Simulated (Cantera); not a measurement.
Charge: 1 mol SiCl4, 0.29 mol HCl, 15 mol N2, equilibrated at 0.170 bar.

These are equilibrium values from Cantera (NASA tables, ideal gas, pure condensed phases), not measurements of a reactor. Candidate condensed phases: NH4Cl, Si, Si3N4; 28 gas species. Kinetics and transport are ignored. All values below are at 827 °C.

Base state: N2 0.921, SiCl4 0.0614, HCl 0.0178 (mole fractions); condensed: gas only.

Question: What changes in the equilibrium state with this change: SiCl4 replaced by Si2H6?

Answer: 
| species | before | after |
|---|---|---|
| N2 | 0.921 | 0.806 |
| H2 | 1.74e-7 | 0.177 |
| HCl | 0.0178 | 0.0171 |
| SiCl4 | 0.0614 | 3.67e-7 |
| Si3N4(s), mol | 0 | 0.667 |
The feed counts by its element totals alone. N2 is the only nitrogen source here; it is nearly inert below about 1500 K, so the nitride shown seldom forms there in practice.
